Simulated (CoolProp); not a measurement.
Saturation properties of nitrous oxide.

Model: reference Helmholtz-energy equation of state, Lemmon 2006, in CoolProp. It is a short technical equation, of lower accuracy than the large ones.

```
T (K)  p (MPa)  enthalpy of vaporisation (kJ/kg)  vapour Z
-----  -------  --------------------------------  --------
208.9   0.3563                             345.3    0.9360
213.2   0.4307                             339.6    0.9270
217.5   0.5163                             333.9    0.9172
221.9   0.6165                             327.7    0.9063
226.2   0.7279                             321.5    0.8950
230.5   0.8537                             315.1    0.8828
234.8   0.9949                             308.4    0.8698
239.2    1.156                             301.3    0.8556
243.5    1.332                             294.1    0.8408
247.8    1.527                             286.5    0.8251
252.1    1.742                             278.5    0.8084
256.5    1.983                             270.0    0.7903
```

It boils at 184.7 K under 1 atm.
